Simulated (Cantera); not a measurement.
Charge: 1 mol CaCl2, 2.4 mol H2O, 6.1 mol H2, held at 75000 Pa.

These are equilibrium values from Cantera (NASA tables, ideal gas, pure condensed phases), not measurements of a reactor. Candidate condensed phases: Ca, CaCl2, CaO, Ca(OH)2, H2O; 21 gas species. Mutual solubility and eutectic melting of coexisting phases are not modelled. Condensed phases not in the tables: oxide chlorides. Kinetics and transport are ignored.

x: gas mole fraction; n: condensed amount in mol.

```json
[
 {"T (°C)": "1127", "x H2": "0.706", "x H2O": "0.262", "x HCl": "0.0310", "x CaCl2": "0.000458", "x H": "4.72e-6", "n CaCl2(l)": "0.862", "n CaO(s)": "0.134"},
 {"T (°C)": "1202", "x H2": "0.701", "x H2O": "0.253", "x HCl": "0.0446", "x CaCl2": "0.00147", "x H": "1.25e-5", "n CaCl2(l)": "0.793", "n CaO(s)": "0.194"},
 {"T (°C)": "1277", "x H2": "0.693", "x H2O": "0.242", "x HCl": "0.0613", "x CaCl2": "0.00415", "x H": "3.03e-5", "n CaCl2(l)": "0.694", "n CaO(s)": "0.270"},
 {"T (°C)": "1352", "x H2": "0.681", "x H2O": "0.228", "x HCl": "0.0807", "x CaCl2": "0.0105", "x H": "6.72e-5", "n CaCl2(l)": "0.544", "n CaO(s)": "0.361"},
 {"T (°C)": "1427", "x H2": "0.663", "x H2O": "0.210", "x HCl": "0.102", "x CaCl2": "0.0244", "x H": "0.000139", "n CaCl2(l)": "0.306", "n CaO(s)": "0.469"},
 {"T (°C)": "1502", "x H2": "0.642", "x H2O": "0.193", "x HCl": "0.118", "x CaCl2": "(withheld)", "x H": "(withheld)", "n CaCl2(l)": "0", "n CaO(s)": "0.562"},
 {"T (°C)": "1577", "x H2": "0.642", "x H2O": "0.197", "x HCl": "0.110", "x CaCl2": "0.0500", "x H": "(withheld)", "n CaCl2(l)": "0", "n CaO(s)": "0.525"},
 {"T (°C)": "1652", "x H2": "0.641", "x H2O": "0.201", "x HCl": "0.103", "x CaCl2": "0.0535", "x H": "0.000884", "n CaCl2(l)": "0", "n CaO(s)": "0.491"},
 {"T (°C)": "1727", "x H2": "0.641", "x H2O": "0.204", "x HCl": "0.0971", "x CaCl2": "0.0565", "x H": "0.00150", "n CaCl2(l)": "0", "n CaO(s)": "0.462"}
]
```

Question: What belongs in the gaps?

Answer: 
- 1577, x H: 0.000498
- 1502, x CaCl2: 0.0461
- 1502, x H: 0.000268
